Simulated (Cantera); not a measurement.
NO annealing gas

An isothermal, constant-pressure homogeneous reactor starts with NO : N₂ = 1 : 8.9 (molar parts), at 1873 K and 0.200 bar.

Computed with Cantera and GRI-Mech 3.0 (53 species, 325 reactions).

```tsv
t (s)	x NO	x N₂O	x N₂	x O	x O₂
2.00e-5	0.101	1.77e-8	0.899	1.77e-8	2.82e-12
6.38e-5	0.101	5.62e-8	0.899	5.61e-8	2.87e-11
0.000204	0.101	1.77e-7	0.899	1.77e-7	2.90e-10
0.000650	0.101	5.40e-7	0.899	5.49e-7	2.91e-9
0.00208	0.101	1.50e-6	0.899	1.75e-6	3.12e-8
0.00662	0.101	3.25e-6	0.899	6.15e-6	4.46e-7
0.0211	0.101	4.33e-6	0.899	1.72e-5	7.95e-6
0.0675	0.101	4.36e-6	0.899	2.15e-5	6.08e-5
0.215	0.100	4.32e-6	0.899	2.27e-5	0.000241
0.687	0.0993	4.21e-6	0.900	2.61e-5	0.000824
2.19	0.0954	3.87e-6	0.902	3.49e-5	0.00275
7.00	0.0829	2.89e-6	0.908	5.44e-5	0.00903
```
x: mole fraction; the columns are a selection and need not sum to one.

Equilibrium at this temperature and pressure: NO 0.00281, N₂O 7.84e-8, N₂ 0.948, O 0.000118, O₂ 0.0490 (gas phase only).
